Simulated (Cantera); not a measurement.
A perfectly stirred reactor is fed with CH4 : O2 : N2 : H2O = 1 : 1.82 : 6.84 : 0.82 (molar parts), equivalence ratio 1.1, at 195 Torr; it is adiabatic with a 798 K inlet, and is followed from long to short residence time, starting on the burning branch (τ in s: 0.074, 0.034, 0.015, 0.007, 0.0032, 0.0014, 0.00065, 0.0003, 0.00013, 6.1e-05, 2.8e-05).

Computed with Cantera and GRI-Mech 3.0 (53 species, 325 reactions).

What does this change do: pressure from 195 Torr to 760 Torr?


| quantity | before | after |
|---|---|---|
| blow-out, bracketed by the residence times tried | burning at 0.130 ms, out at 61.0 µs | burning at 61.0 µs, out at 28.0 µs |
| x(CH4) at τ = 74.0 ms | 5.99e-6 | 3.13e-6 |
| x(O2) at τ = 74.0 ms | 0.00587 | 0.00269 |
| x(H2O) at τ = 74.0 ms | 0.235 | 0.243 |
| x(CH2) at τ = 74.0 ms | 3.52e-7 | 1.78e-7 |
| x(C2H4) at τ = 74.0 ms | 4.10e-10 | 1.79e-10 |
| x(CH4) at τ = 1.40 ms | 0.000151 | 6.53e-5 |
| x(O2) at τ = 1.40 ms | 0.0154 | 0.00860 |
| x(H2O) at τ = 1.40 ms | 0.215 | 0.231 |
| x(CH2) at τ = 1.40 ms | 4.59e-6 | 3.37e-6 |
| x(C2H4) at τ = 1.40 ms | 8.27e-8 | 3.72e-8 |

What does this change do: pressure from 195 Torr to 900 Torr?


```csv
quantity,before,after
"blow-out, bracketed by the residence times tried","burning at 0.130 ms, out at 61.0 µs","burning at 61.0 µs, out at 28.0 µs"
x(CH4) at τ = 74.0 ms,5.99e-6,2.90e-6
x(O2) at τ = 74.0 ms,0.00587,0.00243
x(H2O) at τ = 74.0 ms,0.235,0.244
x(CH2) at τ = 74.0 ms,3.52e-7,1.61e-7
x(C2H4) at τ = 74.0 ms,4.10e-10,1.59e-10
x(CH4) at τ = 1.40 ms,0.000151,6.09e-5
x(O2) at τ = 1.40 ms,0.0154,0.00779
x(H2O) at τ = 1.40 ms,0.215,0.233
x(CH2) at τ = 1.40 ms,4.59e-6,3.27e-6
x(C2H4) at τ = 1.40 ms,8.27e-8,3.62e-8
```
